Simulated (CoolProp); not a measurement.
A simple Rankine cycle with R365MFC: condensing at 292.15 K, boiler at 1.48 MPa, turbine inlet 456.2 K, turbine efficiency 0.75, pump efficiency 0.7, no recuperator. Each further row changes one setting.

The numbers come from the reference Helmholtz-energy equation of state, Lemmon 2016 in CoolProp.

```csv
case,thermal efficiency (%),net work (kJ/kg),heat in (kJ/kg),turbine exit temperature (K),volume ratio over the turbine
as stated,15.3,55.9,365,395.3,35.5
turbine inlet 476.2 K,15.1,59.3,392,[?],34.5
condensing temperature 284.15 K,16.3,61.4,376,[?],[?]
boiler pressure 1.04 MPa,[?],52.3,371,403.7,[?]
turbine efficiency 0.65,13.2,[?],365,401.8,36.1
```

Question: Some entries are withheld; supply them.

Answer: 
- turbine inlet 476.2 K, turbine exit temperature (K): 415.7
- condensing temperature 284.15 K, turbine exit temperature (K): 390.3
- condensing temperature 284.15 K, volume ratio over the turbine: 49.9
- boiler pressure 1.04 MPa, thermal efficiency (%): 14.1
- boiler pressure 1.04 MPa, volume ratio over the turbine: 23.7
- turbine efficiency 0.65, net work (kJ/kg): 48.2
